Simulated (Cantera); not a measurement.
Catalytic combustion on Pt

An isothermal plug-flow reactor at 625 K and 1.01 bar (inlet), inlet velocity 2.8 m/s, active area per volume 350 1/m; feed 0.395 % H2, 2.37 % O2, 89.2 % N2, 8.02 % H2O.

Cantera simulation using Deutschmann's 1995 Pt surface mechanism with GRI-Mech 3.0 gas chemistry; the numbers are that mechanism's predictions, not measurements. Catalytic surfaces can have several steady states; this one follows from the mechanism file's or the stated starting coverage. Mass transfer to the wall is taken as infinitely fast.

| z (m) | x H2 | x O2 | x H2O | θ free Pt | θ O* | θ OH* |
|---|---|---|---|---|---|---|
| 0.00034 | 0.00290 | 0.0232 | 0.0813 | 0.210 | 0.750 | 0.0397 |
| 0.00065 | 0.00233 | 0.0229 | 0.0819 | 0.171 | 0.792 | 0.0368 |
| 0.0013 | 0.00164 | 0.0226 | 0.0826 | 0.122 | 0.846 | 0.0322 |
| 0.0024 | 0.00108 | 0.0223 | 0.0832 | 0.0817 | 0.891 | 0.0272 |
| 0.0047 | 0.000633 | 0.0221 | 0.0836 | 0.0482 | 0.930 | 0.0214 |
| 0.009 | 0.000354 | 0.0220 | 0.0839 | 0.0273 | 0.956 | 0.0163 |
| 0.017 | 0.000193 | 0.0219 | 0.0841 | 0.0153 | 0.972 | 0.0123 |
| 0.034 | 9.49e-5 | 0.0218 | 0.0842 | 0.00836 | 0.982 | 0.00915 |
x: gas mole fraction; θ: surface coverage.
